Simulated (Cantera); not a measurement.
## Pyrogenic steam for wet oxidation

An isothermal, constant-pressure homogeneous reactor starts with 6.10 % H2, 4.69 % O2, 89.2 % N2, at 1325 K and 100.0 Torr.

Detailed kinetics in Cantera: GRI-Mech 3.0 (53 species, 325 reactions). The temperature is held fixed by assumption; the heat of reaction is taken as removed at once.

| t (s) | x H2 | x O2 | x H2O2 | x HO2 | x NO | x N2O |
|---|---|---|---|---|---|---|
| 5.00e-5 | 0.0610 | 0.0469 | 3.52e-11 | 1.12e-8 | <1e-12 | <1e-12 |
| 0.000137 | 0.0610 | 0.0469 | 2.41e-10 | 3.19e-8 | <1e-12 | <1e-12 |
| 0.000376 | 0.0609 | 0.0469 | 4.03e-9 | 6.12e-7 | <1e-12 | 7.27e-12 |
| 0.00103 | 0.00716 | 0.0221 | 1.62e-7 | 1.35e-6 | 1.76e-6 | 1.15e-8 |
| 0.00282 | 0.00591 | 0.0206 | 1.83e-7 | 1.31e-6 | 7.61e-6 | 1.30e-8 |
| 0.00774 | 0.00342 | 0.0185 | 1.99e-7 | 1.20e-6 | 1.21e-5 | 1.66e-8 |
| 0.0212 | 0.000989 | 0.0171 | 1.49e-7 | 9.76e-7 | 1.33e-5 | 2.78e-8 |
| 0.0581 | 0.000139 | 0.0169 | 5.24e-8 | 4.48e-7 | 1.34e-5 | 4.99e-8 |
| 0.159 | 1.82e-5 | 0.0169 | 1.22e-8 | 9.50e-8 | 1.34e-5 | 6.69e-8 |
| 0.437 | 3.50e-6 | 0.0169 | 3.06e-9 | 2.08e-8 | 1.34e-5 | 7.00e-8 |
| 1.20 | 9.29e-7 | 0.0169 | 9.22e-10 | 6.58e-9 | 1.34e-5 | 5.64e-8 |
| 3.28 | 3.28e-7 | 0.0169 | 3.48e-10 | 3.76e-9 | 1.34e-5 | 2.66e-8 |
| 9.00 | 1.91e-7 | 0.0169 | 2.10e-10 | 3.44e-9 | 1.34e-5 | 5.80e-9 |
x: mole fraction; the columns are a selection and need not sum to one.

Equilibrium at this temperature and pressure: H2 1.79e-7, O2 0.0169, H2O2 1.98e-10, HO2 3.42e-9, NO 0.000143, N2O 3.70e-9 (gas phase only).
